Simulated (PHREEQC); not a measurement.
1 kg of water holding 0.51 mol KCl and 0.13 mol NaCl is evaporated at 15 °C; the solids stay in contact with the brine. No CO2 enters from the air. Solids allowed: Halite, Sylvite. Others were left out.

The series has 28 steps of water left (kg), from 1 to 0.005012.

All values are PHREEQC results (Pitzer model, pitzer.dat), not measurements.

Q: Which solids form, in which order, and at which step of the series does each first stand?

A: Sylvite from water left = 0.1156 kg; Halite from water left = 0.02407 kg.
